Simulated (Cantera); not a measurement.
Input (Python, Cantera) and output of one run.

```python
import numpy as np
import cantera as ct

gas_names = """
    N2 NO
""".split()
cond_names = """
    NbO2(I) NbO2(II) NbO2(III) NbO2(L) Nb(cr) Nb(L)
""".split()


def load(file, names, dense=False):
    # The tables refer to 1 bar. Condensed volumes are neglected.
    table = {s.name: s for s in ct.Species.list_from_file(file)}
    out = []
    for n in names:
        d = dict(table[n].input_data)
        d["thermo"] = dict(d["thermo"], **{"reference-pressure": 1e5})
        if dense:
            d["equation-of-state"] = {"model": "constant-volume", "density": "1e6 g/cm^3"}
        out.append(ct.Species.from_dict(d))
    return out


species = {s.name: s for s in load("nasa_gas.yaml", gas_names) + load("nasa_condensed.yaml", cond_names)}
# Each term lists the table entries of one substance; the one whose range holds T is used.
reactions = {
    'N2(g) + NbO2 = Nb + 2 NO(g)':
        [(-1, ['N2']), (-1, ['NbO2(I)', 'NbO2(II)', 'NbO2(III)', 'NbO2(L)']), (1, ['Nb(cr)', 'Nb(L)']), (2, ['NO'])],
}


def pick(names, T):
    return next(species[n] for n in names if species[n].thermo.min_temp <= T <= species[n].thermo.max_temp)


results = []
for label, terms in reactions.items():
    print(label)
    print("     T/K   dH/kJ  dS/(J/K)   dG/kJ   log10 K")
    for T in [498, 698, 898, 1098, 1298, 1498, 1698, 1898, 2098, 2298, 2498]:
        used = [(nu, pick(names, T)) for nu, names in terms]
        dH = sum(nu * s.thermo.h(T) for nu, s in used) / 1e6
        dS = sum(nu * s.thermo.s(T) for nu, s in used) / 1e3
        dG = dH - T * dS / 1e3
        logK = -dG * 1e6 / (ct.gas_constant * T * np.log(10))
        results.append((label, T, dH, dS, dG, logK, [s.name for _, s in used]))
        print(f"{T:8g} {dH:8.1f} {dS:8.1f} {dG:8.1f} {logK:8.2f}")
```

It prints:

```
N2(g) + NbO2 = Nb + 2 NO(g)
     T/K   dH/kJ  dS/(J/K)   dG/kJ   log10 K
     498    976.0    208.2    872.3   -91.49
     698    973.5    204.0    831.1   -62.19
     898    969.9    199.5    790.7   -46.00
    1098    961.6    191.4    751.4   -35.74
    1298    956.9    187.5    713.5   -28.71
    1498    953.5    185.0    676.3   -23.58
    1698    950.4    183.1    639.5   -19.67
    1898    947.6    181.5    603.0   -16.60
    2098    945.1    180.3    566.9   -14.11
    2298    849.6    136.4    536.1   -12.19
    2498    845.8    134.8    509.0   -10.64
```

Cantera with NASA thermochemical tables; ideal gases at 1 bar, condensed phases pure. Condensed species are held in their standard states even where they would react or evaporate.
